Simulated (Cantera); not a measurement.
Input: 1 mol B, 0.96 mol HCl, 1.2 mol O₂, at 0.0133 bar.

Cantera equilibrium calculation (NASA polynomials, part measured and part estimated; ideal gas, pure solids and liquids). Candidate condensed phases: B, B₂O₃, B₃O₃H₃, H₂O; 33 gas species. Gases not in the tables: H₃BO₃. The numbers say what is thermodynamically allowed, not how fast it happens.

x: gas mole fraction; n: condensed amount in mol.

| T (K) | x HCl | x O₂ | x Cl₂ | x H₂O | x Cl | x HBO₂ | x (HBO₂)₃ | n B₂O₃(l) |
|---|---|---|---|---|---|---|---|---|
| 800 | 0.433 | 0.268 | 0.150 | 0.149 | 3.13e-5 | 4.37e-7 | 0.000616 | 0.499 |
| 875 | 0.488 | 0.280 | 0.116 | 0.116 | 0.000136 | 3.80e-6 | 0.000257 | 0.499 |
| 950 | 0.528 | 0.288 | 0.0921 | 0.0921 | 0.000465 | 2.28e-5 | 0.000117 | 0.500 |
| 1025 | 0.556 | 0.294 | ? | ? | ? | ? | ? | 0.500 |
| 1100 | 0.577 | 0.298 | 0.0603 | 0.0616 | 0.00322 | 0.000375 | 3.09e-5 | 0.500 |
| 1175 | 0.590 | 0.300 | ? | ? | ? | ? | ? | 0.499 |
| 1250 | 0.597 | 0.300 | 0.0403 | 0.0455 | 0.0136 | 0.00304 | 1.09e-5 | 0.498 |

Problem. What belongs in the gaps?

Solution. 
- 1025, x Cl₂: 0.0740
- 1025, x H₂O: 0.0745
- 1025, x Cl: 0.00132
- 1025, x HBO₂: 0.000103
- 1025, x (HBO₂)₃: 5.78e-5
- 1175, x Cl₂: 0.0494
- 1175, x H₂O: 0.0523
- 1175, x Cl: 0.00697
- 1175, x HBO₂: 0.00114
- 1175, x (HBO₂)₃: 1.77e-5
